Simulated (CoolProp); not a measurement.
The numbers come from the reference Helmholtz-energy equation of state, de Reuck 1993 in CoolProp.

For methanol, give the phase and the density (kg/m³), isothermal compressibility (1/MPa), expansivity (1/kK) at 410.9 K and 15.4 bar.


- 410.9 K and 15.4 bar: liquid; density 665, isothermal compressibility 0.00355, expansivity 2.16
